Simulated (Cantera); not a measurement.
What does this Cantera script print?

```python
import numpy as np
import cantera as ct

gas_names = """
    CL CLO CL2 H HCL HOCL HO2 H2 H2O H2O2 O OH O2 O3 Ti TiCL TiCL2 TiCL3 TiCL4 TiO TiOCL TiOCL2 TiO2
""".split()
cond_names = """
    H2O(s) H2O(L) Ti(a) Ti(b) Ti(L) TiCL2(s) TiCL3(s) TiCL4(L) TiO(a) TiO(b) TiO(L) TiO2(ru) TiO2(L)
    Ti2O3(a) Ti2O3(b) Ti2O3(L) Ti3O5(a) Ti3O5(b) Ti3O5(L) Ti4O7(s) Ti4O7(L)
""".split()


# ... load() reads the species with a 1 bar reference pressure and builds the phases ...
atoms = {
    'TiCl4': {'Ti': 1, 'CL': 4},
    'O2': {'O': 2},
    'H2': {'H': 2},
}
top_T = {'TiCL2(s)': 1300, 'TiCL3(s)': 1000}  # K; cautious upper limits of use, not melting points


# ... equilibrate(T, P, feed) seeds the gas with the atoms and calls Mixture.equilibrate('TP', solver="vcs", rtol=1e-11, max_steps=5000) ...
results = []
feed = {'TiCl4': 1, 'O2': 1.6, 'H2': 150}  # mol
P = 13332.2  # Pa
for T in [1148, 1248, 1348, 1448, 1548, 1648, 1748, 1848, 1948, 2048]:
    mix = equilibrate(T, P, feed)
    results.append((T, P, feed, dict(zip(mix.species_names, mix.species_moles))))

top = {s: max(r[3][s] / sum(r[3][g] for g in gas_names) for r in results) for s in gas_names}
cols = sorted((s for s in top if top[s] > 1e-05), key=lambda s: -top[s])[:8]
seen = [c for c in cond_names if any(r[3].get(c, 0) > 1e-12 for r in results)]
print("log10 of partial pressures in bar; condensed amounts in mol")
print(f"{'T/K':>10s}" + "".join(f"{s[:9]:>10s}" for s in cols + seen))
for T, P, feed, n in results:
    ng = sum(n[g] for g in gas_names)
    print(f"{T:10.4g}" + "".join(f"{np.log10(max(n[s] / ng * P / 1e5, 1e-99)):10.3f}" for s in cols)
          + "".join(f"{n.get(c, 0):10.4g}" for c in seen))
```

Result:

```
log10 of partial pressures in bar; condensed amounts in mol
       T/K        H2       HCL       H2O         H        CL  TiO2(ru)  Ti3O5(b)  Ti4O7(s)
      1148    -0.890    -2.455    -2.978    -7.590    -9.209         1         0         0
      1248    -0.890    -2.455    -2.978    -6.776    -8.408         1         0         0
      1348    -0.890    -2.455    -2.978    -6.081    -7.725         1         0         0
      1448    -0.891    -2.455    -2.896    -5.481    -7.134         0         0      0.25
      1548    -0.891    -2.455    -2.896    -4.957    -6.619         0         0      0.25
      1648    -0.891    -2.455    -2.871    -4.496    -6.165         0    0.3333         0
      1748    -0.891    -2.455    -2.871    -4.087    -5.763         0    0.3333         0
      1848    -0.892    -2.456    -2.872    -3.721    -5.404         0    0.3333         0
      1948    -0.893    -2.457    -2.872    -3.393    -5.082         0    0.3333         0
      2048    -0.894    -2.458    -2.873    -3.097    -4.792         0    0.3331         0
```

These are equilibrium values from Cantera (NASA tables, ideal gas, pure condensed phases), not measurements of a reactor. Condensed phases not in the tables: Magnéli phases beyond Ti4O7, TiOCl.
